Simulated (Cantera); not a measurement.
Input: 1 mol MgO, 0.059 mol SO₃, 3.8 mol N₂, held at 1898 K and 3.10 bar.

These are equilibrium values from Cantera (NASA tables, ideal gas, pure condensed phases), not measurements of a reactor. Candidate condensed phases: Mg, MgO, MgS, MgSO₄, S; 22 gas species. Rates play no part.

Base state: N₂ 0.977, SO₂ 0.0152, O₂ 0.00699, NO 0.00116, SO₃ 1.70e-5, O 1.39e-5 (mole fractions); condensed: MgO(s).

### Question
What changes in the equilibrium state with this change: temperature from 1898 K to 1223.15 K?

### Answer
```
species       before     after
-----------  -------  --------
N₂             0.977     0.977
SO₂           0.0152    0.0147
O₂           0.00699   0.00733
NO           0.00116   4.84e-5
SO₃          1.70e-5  0.000474
O            1.39e-5   1.97e-9
MgO(s), mol     1.00      1.00
```

### Question
What changes in the equilibrium state with this change: temperature from 1898 K to 1700 K?

### Answer
```tsv
species	before	after
N₂	0.977	0.977
SO₂	0.0152	0.0151
O₂	0.00699	0.00727
NO	0.00116	0.000601
O	1.39e-5	2.16e-6
SO₃	1.70e-5	3.46e-5
MgO(s), mol	1.00	1.00
```
